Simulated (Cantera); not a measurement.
What does this Cantera script print?

```python
import numpy as np
import cantera as ct

gas = ct.Solution("gri30.yaml", transport_model="mixture-averaged")
show = ['NH3', 'O', 'OH']

rows = []
print(f"{'T/K':>7s}{'rho':>11s}{'cp':>10s}{'mu':>11s}{'lambda':>11s}{'Pr':>7s}" + "".join(f"{'D_' + s:>11s}" for s in show))
for T in [400, 500, 600, 700, 800, 900, 1000, 1100, 1200]:
    gas.TPX = T, 2900, {'O2': 0.75}
    Pr = gas.cp_mass * gas.viscosity / gas.thermal_conductivity
    D = [gas.mix_diff_coeffs_mole[gas.species_index(s)] for s in show]
    rows.append([gas.density, gas.cp_mass, gas.viscosity, gas.thermal_conductivity, Pr, *D])
    print(f"{T:7g}{gas.density:11.4e}{gas.cp_mass:10.1f}{gas.viscosity:11.4e}"
          f"{gas.thermal_conductivity:11.4e}{Pr:7.3f}" + "".join(f"{d:11.4e}" for d in D))
print("SI units: kg/m3, J/kg/K, Pa s, W/m/K, m2/s")
```

Output:

```
    T/K        rho        cp         mu     lambda     Pr      D_NH3        D_O       D_OH
    400 2.7901e-02     941.4 2.5629e-05 3.3852e-02  0.713 1.3464e-03 1.8987e-03 1.8608e-03
    500 2.2321e-02     971.4 3.0045e-05 4.1143e-02  0.709 2.0383e-03 2.7804e-03 2.7249e-03
    600 1.8601e-02    1002.6 3.4077e-05 4.8204e-02  0.709 2.8386e-03 3.7858e-03 3.7102e-03
    700 1.5944e-02    1031.1 3.7824e-05 5.4969e-02  0.709 3.7386e-03 4.9066e-03 4.8087e-03
    800 1.3951e-02    1054.7 4.1353e-05 6.1440e-02  0.710 4.7314e-03 6.1367e-03 6.0143e-03
    900 1.2401e-02    1073.7 4.4705e-05 6.7643e-02  0.710 5.8116e-03 7.4710e-03 7.3220e-03
   1000 1.1161e-02    1090.2 4.7912e-05 7.3608e-02  0.710 6.9749e-03 8.9053e-03 8.7276e-03
   1100 1.0146e-02    1102.7 5.0995e-05 7.9365e-02  0.709 8.2175e-03 1.0436e-02 1.0228e-02
   1200 9.3005e-03    1114.2 5.3973e-05 8.4942e-02  0.708 9.5364e-03 1.2060e-02 1.1819e-02
SI units: kg/m3, J/kg/K, Pa s, W/m/K, m2/s
```

Cantera simulation using GRI-Mech 3.0 (53 species, 325 reactions); the numbers are that mechanism's predictions, not measurements.
